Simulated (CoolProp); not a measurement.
The numbers come from the reference Helmholtz-energy equation of state, Gao 2020 in CoolProp.

### Question
Give the vapour pressure (MPa), enthalpy of vaporisation (kJ/kg), liquid viscosity (µPa s) of saturated ammonia at 295.3, 336 K.

### Answer
```csv
T (K),p (MPa),enthalpy of vaporisation (kJ/kg),liquid viscosity (µPa s)
295.3,0.918,1180,136
336,2.80,982,92.0
```

Viscosity comes from a separate model (Fenghour 1995).
